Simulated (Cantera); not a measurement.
A perfectly stirred reactor is fed with CH4 : C2H6 : O2 : N2 = 1 : 0.43 : 4.55 : 17.1 (molar parts), at 1.00 bar; it is adiabatic with a 725 K inlet, and is followed from long to short residence time, starting on the burning branch (τ in s: 0.099, 0.046, 0.021, 0.0096, 0.0044, 0.002, 0.00092, 0.00042, 0.00019, 8.9e-05, 4.1e-05).

Computed with Cantera and GRI-Mech 3.0 (53 species, 325 reactions).

### Question
Predict: blow-out, bracketed by the residence times tried; x(CH4) at τ = 99.0 ms; x(C2H6) at τ = 99.0 ms; x(O2) at τ = 99.0 ms; x(OH) at τ = 99.0 ms; x(H) at τ = 99.0 ms; x(CH4) at τ = 2.00 ms; x(C2H6) at τ = 2.00 ms; x(O2) at τ = 2.00 ms; x(OH) at τ = 2.00 ms; x(H) at τ = 2.00 ms.

### Answer
* **blow-out, bracketed by the residence times tried**: burning at 41.0 µs, the shortest tried
* **x(CH4) at τ = 99.0 ms**: 1.18e-6
* **x(C2H6) at τ = 99.0 ms**: 6.82e-8
* **x(O2) at τ = 99.0 ms**: 0.0441
* **x(OH) at τ = 99.0 ms**: 0.00512
* **x(H) at τ = 99.0 ms**: 0.000289
* **x(CH4) at τ = 2.00 ms**: 2.58e-5
* **x(C2H6) at τ = 2.00 ms**: 2.44e-6
* **x(O2) at τ = 2.00 ms**: 0.0485
* **x(OH) at τ = 2.00 ms**: 0.00855
* **x(H) at τ = 2.00 ms**: 0.00194
